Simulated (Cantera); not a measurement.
A perfectly stirred reactor is fed with 1.85 % C2H6, 98.1 % N2, at 24000 Pa; it is held at 1925 K, and followed from long to short residence time.

Cantera simulation using GRI-Mech 3.0 (53 species, 325 reactions); the numbers are that mechanism's predictions, not measurements. GRI-Mech 3.0 stops at C3 and has no aromatics, soot or wall deposition, so with more carbon than oxygen in the feed, carbon stays in small species such as C2H2 where larger ones or solid carbon would form.

x: mole fraction; the columns are a selection and need not sum to one.

```
τ (s)      x C2H6     x CH4     x HCN  x C2H2     x CH3
-------  --------  --------  --------  ------  --------
2.2       1.56e-7  0.000222   0.00200  0.0167   4.94e-5
0.96          [?]       [?]       [?]  0.0169       [?]
0.41      8.11e-7  0.000460   0.00105  0.0170  0.000113
0.17          [?]       [?]       [?]  0.0171       [?]
0.074     4.25e-6  0.000876  0.000558  0.0170  0.000257
0.031     9.78e-6   0.00118  0.000405  0.0168  0.000387
0.013     2.24e-5   0.00156  0.000291  0.0165  0.000584
0.0057    4.88e-5   0.00200  0.000210  0.0161  0.000864
0.0024   0.000110   0.00253  0.000146  0.0153   0.00131
0.0010   0.000250   0.00309   9.87e-5  0.0141   0.00199
0.00044  0.000535   0.00349   6.64e-5  0.0123   0.00294
```

Q: Fill in the missing entries.

A: 
- 0.96, x C2H6: 3.53e-7
- 0.96, x CH4: 0.000321
- 0.96, x HCN: 0.00146
- 0.96, x CH3: 7.47e-5
- 0.17, x C2H6: 1.91e-6
- 0.17, x CH4: 0.000648
- 0.17, x HCN: 0.000757
- 0.17, x CH3: 0.000173
